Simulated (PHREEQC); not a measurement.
**Reverse-osmosis permeate**

Model water analysis in mmol/kgw, 93 °C, pH 6.1, pe -0.1:

```
constituent           mmol/kgw
--------------------  --------
Na                      0.0299
K                       0.0117
Ca                        0.06
Mg                     0.00971
Cl                      0.0752
S(6)                    0.0176
Alkalinity (meq/kgw)    0.0734
N(-3)                  0.00238
```

Cl is adjusted to close the charge balance.
Valence states are taken as typed.

Equilibrium calculation in PHREEQC: ion-association model, wateq4f.dat.

- ionic strength = 0.000269 mol/kgw

```
species  molality  activity   log γ
-------  --------  --------  ------
CO2      0.000141  0.000141   0.000
Cl-       7.48e-5   7.32e-5  -0.009
HCO3-     7.35e-5   7.19e-5  -0.009
Ca+2      5.96e-5   5.47e-5  -0.038
Na+       2.99e-5   2.92e-5  -0.009
SO4-2     1.72e-5   1.57e-5  -0.038
K+        1.17e-5   1.14e-5  -0.009
Mg+2      9.56e-6   8.76e-6  -0.038
NH4+      2.30e-6   2.25e-6  -0.009
H+        8.11e-7   7.94e-7  -0.009
OH-       5.37e-7   5.26e-7  -0.009
CaSO4     2.88e-7   2.88e-7   0.000
MgSO4     1.35e-7   1.35e-7   0.000
CaHCO3+   8.42e-8   8.24e-8  -0.009
NH3       7.79e-8   7.79e-8   0.000
```

This is a speciation only: nothing precipitates in the calculation. Away from 25 °C the constants follow the database's enthalpies or fits; those with neither stay at their 25 °C values.
